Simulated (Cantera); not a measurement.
An isothermal, constant-pressure homogeneous reactor starts with NO : N2 = 1 : 0.82 (molar parts), at 1475 K and 0.133 bar. Integrator tolerance rtol = 1e-08.

Cantera simulation using GRI-Mech 3.0 (53 species, 325 reactions); the numbers are that mechanism's predictions, not measurements.

**Question.** What does this change do: temperature 1475 to 1573 K?

**Answer.** 
```json
[
 {"quantity": "x(NO) at 100 s", "before": "0.500 (gas-phase equilibrium 0.00119)", "after": "0.408 (gas-phase equilibrium 0.00189)"},
 {"quantity": "x(N2) at 100 s", "before": "0.475 (gas-phase equilibrium 0.725)", "after": "0.521 (gas-phase equilibrium 0.724)"},
 {"quantity": "x(O2) at 100 s", "before": "0.0243 (gas-phase equilibrium 0.274)", "after": "0.0706 (gas-phase equilibrium 0.274)"},
 {"quantity": "x(N2O) at 100 s", "before": "7.74e-5 (gas-phase equilibrium 2.58e-8)", "after": "5.43e-5 (gas-phase equilibrium 3.98e-8)"},
 {"quantity": "x(O) at 100 s", "before": "1.35e-6 (gas-phase equilibrium 4.14e-6)", "after": "7.96e-6 (gas-phase equilibrium 1.51e-5)"},
 {"quantity": "x(NO2) at 100 s", "before": "0.000362 (gas-phase equilibrium 2.86e-6)", "after": "0.000372 (gas-phase equilibrium 3.41e-6)"}
]
```

**Question.** What does this change do: 0.06 parts H2O added?

**Answer.** 
```
quantity                                           before                                     after
---------------  ----------------------------------------  ----------------------------------------
x(NO) at 100 s      0.500 (gas-phase equilibrium 0.00119)     0.486 (gas-phase equilibrium 0.00115)
x(N2) at 100 s        0.475 (gas-phase equilibrium 0.725)       0.459 (gas-phase equilibrium 0.702)
x(O2) at 100 s       0.0243 (gas-phase equilibrium 0.274)      0.0228 (gas-phase equilibrium 0.265)
x(N2O) at 100 s   7.74e-5 (gas-phase equilibrium 2.58e-8)   6.17e-5 (gas-phase equilibrium 2.45e-8)
x(O) at 100 s     1.35e-6 (gas-phase equilibrium 4.14e-6)   1.29e-6 (gas-phase equilibrium 4.08e-6)
x(NO2) at 100 s  0.000362 (gas-phase equilibrium 2.86e-6)  0.000341 (gas-phase equilibrium 2.73e-6)
```
